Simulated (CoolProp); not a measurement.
A closed Brayton cycle with carbon dioxide: compressor inlet 315.15 K and 9.6 MPa, high pressure 32.2 MPa, turbine inlet 780 K, compressor efficiency 0.89, turbine efficiency 0.93, recuperator effectiveness 0.8 (on enthalpy, no pinch check). Each further row changes one setting.

Values from CoolProp's reference Helmholtz-energy equation of state, Span 1996.

```tsv
case	thermal efficiency (%)	net work (kJ/kg)	compressor to turbine work	compressor exit (K)	turbine exit (K)
as stated	33.0	112	0.26	367.4	635.9
turbine inlet 730 K	…	99.9	…	367.4	591.2
compressor inlet 325.15 K	31.7	95.5	0.37	411.5	635.9
high pressure 27.4 MPa	…	…	…	359.7	…
recuperator effectiveness 0.5	25.7	112	0.26	367.4	635.9
```

Q: Some entries are withheld; supply them.

A: 
- turbine inlet 730 K, thermal efficiency (%): 31.6
- turbine inlet 730 K, compressor to turbine work: 0.28
- high pressure 27.4 MPa, thermal efficiency (%): 31.3
- high pressure 27.4 MPa, net work (kJ/kg): 101
- high pressure 27.4 MPa, compressor to turbine work: 0.24
- high pressure 27.4 MPa, turbine exit (K): 654.5
